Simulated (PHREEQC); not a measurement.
A solution holds 97 mmol/kgw Cu(NO3)2 and 55 mmol/kgw NaCl, at 25 °C. Closed to the air; pH follows from the charge balance.

All values are PHREEQC results (ion-association model, wateq4f.dat), not measurements.

No solid was allowed to form.

**Question.** What pH, activity of water does the model give?

**Answer.** pH 4.25; activity of water 0.993.

**Question.** In which forms is Cu present?

**Answer.** Cu+2 96 %, CuCl+ 3.7 % of the Cu.

Examples of supersaturated solids here: Atacamite. Others may be too.
